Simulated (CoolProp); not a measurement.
Properties of m-xylene at several states (Tc = 343.7 °C, pc = 3535 kPa, ω = 0.326).

The numbers come from the reference Helmholtz-energy equation of state, Zhou 2012 in CoolProp.

| T (°C) | p (kPa) | phase | density (kg/m³) | cp (kJ/(kg K)) | isothermal compressibility (1/MPa) | Prandtl number | fugacity coefficient |
|---|---|---|---|---|---|---|---|
| 191.75 | 6110 | liquid | 713.0 | 2.295 | 0.003013 | 4.10 | 0.06453 |
| 315.05 | 2290 | gas | 80.24 | 2.867 | 0.8930 | 0.917 | 0.7302 |
| 16.15 | 1160 | liquid | 868.2 | 1.683 | 0.0008034 | 8.30 | 0.0006003 |
| 46.05 | 10100 | liquid | 849.7 | 1.769 | 0.0009046 | 6.93 | 0.0005464 |

Viscosity comes from a separate model (Cao 2016). Thermal conductivity comes from a separate model (Mylona 2014).
